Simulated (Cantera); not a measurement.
Cantera with NASA thermochemical tables; ideal gases at 1 bar, condensed phases pure. Values are per mole of reaction as written; species without (g) are pure solids or liquids, kept so even where they would boil at 1 bar.

Task: Between 1248 and 1598 K, where is each reaction favourable under standard conditions?
- 2 LiOH ⇌ O2(g) + 2 Li + 2 H(g)

Result: 
- 2 LiOH ⇌ O2(g) + 2 Li + 2 H(g): ΔG° is 917 kJ at 1248 K and 797 kJ at 1598 K; it stays positive (K < 1). ΔH° is 1338 kJ and ΔS° 339 J/K at 1598 K.
